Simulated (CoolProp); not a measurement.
Vapour-liquid equilibrium of ethane (1) + propane (2) at 188 kPa; x and y are mole fractions of (1).

The numbers come from the multi-fluid Helmholtz-energy mixture model, Bücker 2006 and Lemmon 2009; pair parameters Kunz 2012 in CoolProp.

```
x     bubble temperature (K)  y at the bubble point  dew temperature at overall composition x (K)  liquid density (mol/L)
----  ----------------------  ---------------------  --------------------------------------------  ----------------------
0.05                   240.5                  0.226                                         244.9                   13.05
0.2                    227.6                  0.613                                         241.2                   13.82
0.35                   218.5                  0.793                                         237.0                   14.53
0.5                    211.6                  0.888                                         232.1                   15.22
0.65                   206.1                  0.942                                         226.0                   15.91
0.8                    201.6                  0.975                                         218.1                   16.61
0.95                   197.9                  0.995                                         205.2                   17.32
```

No azeotrope shows between x = 0.05 and 0.95.

Pair parameters are fitted to limited data, so mixtures are less certain than the pure fluids.
